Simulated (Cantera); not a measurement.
Charge: 1 mol MgO, 5.1 mol Cl₂, at 1000 K and 0.100 bar.

Equilibrium computed with Cantera from the NASA thermochemical tables; the gas is ideal and each condensed phase is pure. Candidate condensed phases: Mg, MgCl₂, MgO; 11 gas species. Rates play no part.

Base state: Cl₂ 0.989, O₂ 0.00819, MgCl₂ 0.00190, Cl 0.00122 (mole fractions); condensed: MgCl₂(l) + MgO(s).

Problem. What changes in the equilibrium state with this change: temperature from 1000 K to 1323.15 K?

Solution. 
```json
[
 {"species": "Cl₂", "before": "0.989", "after": "0.711"},
 {"species": "MgCl₂", "before": "0.00190", "after": "0.166"},
 {"species": "O₂", "before": "0.00819", "after": "0.0827"},
 {"species": "Cl", "before": "0.00122", "after": "0.0405"},
 {"species": "ClO", "before": "2.17e-6", "after": "0.000117"},
 {"species": "MgCl₂(l), mol", "before": "0.0734", "after": "0"},
 {"species": "MgO(s), mol", "before": "0.917", "after": "0.0586"}
]
```
